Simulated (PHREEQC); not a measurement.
Solution (20 °C): 0.28 mol/kgw Na2CO3 and 2.6e-05 mol/kgw H4SiO4. Closed to the air; pH follows from the charge balance.

All values are PHREEQC results (Pitzer model, pitzer.dat), not measurements.

* **pH**: 11.59
* **ionic strength**: 0.836 mol/kgw
* **activity of water**: 0.989
* **density**: 1.028 g/cm³
* **osmotic coefficient**: 0.758
* **total alkalinity**: 560 meq/kg

| species | molality | activity | log γ |
|---|---|---|---|
| Na+ | 0.560 | 0.326 | -0.235 |
| CO3-2 | 0.276 | 0.0377 | -0.864 |
| HCO3- | 0.00405 | 0.00235 | -0.236 |
| OH- | 0.00402 | 0.00264 | -0.182 |
| H3SiO4- | 2.29e-5 | 1.19e-5 | -0.286 |
| H2SiO4-2 | 2.83e-6 | 2.25e-7 | -1.099 |

No solid was allowed to form.
